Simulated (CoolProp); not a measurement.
R1234ze(Z) along the isobar 13.9 MPa: Z from the reference equation and from simpler models built on Tc = 423.3 K, pc = 3.531 MPa, ω = 0.327; each cubic takes its own stable root.

Computed with CoolProp (reference Helmholtz-energy equation of state, Akasaka 2019).

```csv
T (K),phase,reference
315.7,liquid,0.4923
331.3,liquid,0.4836
346.8,liquid,0.4771
362.3,liquid,0.4728
377.9,liquid,0.4708
393.4,liquid,0.4712
408.9,liquid,0.4743
424.5,supercritical,0.4804
440,supercritical,0.4900
```

Task: How far does each simpler model (Redlich-Kwong, Soave-Redlich-Kwong) lie from the reference over these 9 states: mean and median of the absolute difference, and the worst?

Result: 
- Redlich-Kwong: mean 23.4 %, median 23.9 %, worst +25.2 % at 315.7 K and 13.9 MPa
- Soave-Redlich-Kwong: mean 21.3 %, median 21.2 %, worst +22.0 % at 440 K and 13.9 MPa
